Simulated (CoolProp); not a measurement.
Values from CoolProp's reference Helmholtz-energy equation of state, Zhou 2011.

Q: Give the vapour pressure (kPa), liquid density (kg/m³), vapour density (kg/m³), enthalpy of vaporisation (kJ/kg) of saturated dimethyl carbonate at 378.7, 471.6 K.

A: 
```csv
T (K),p (kPa),liquid density (kg/m³),vapour density (kg/m³),enthalpy of vaporisation (kJ/kg)
378.7,162,952,4.83,365
471.6,1310,796,37.0,282
```
